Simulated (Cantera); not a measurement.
An adiabatic, constant-pressure homogeneous reactor starts with CH4 : O2 : N2 = 1 : 1.11 : 8.44 (molar parts), at 1375 K and 120000 Pa.

Cantera simulation using GRI-Mech 3.0 (53 species, 325 reactions); the numbers are that mechanism's predictions, not measurements.

One state of this run: T (K) = 2156; x CH4 = 1.08e-11; x O2 = 7.55e-7; x CH3 = 2.89e-12; x CO2 = 0.0154; x H2O2 = 2.60e-10. x: mole fraction; the columns are a selection and need not sum to one.

Problem. Which value of t (s) does it belong to?
A) 0.00605
B) 0.873
C) 4.20e-5
D) 0.00264

Solution. B, 0.873
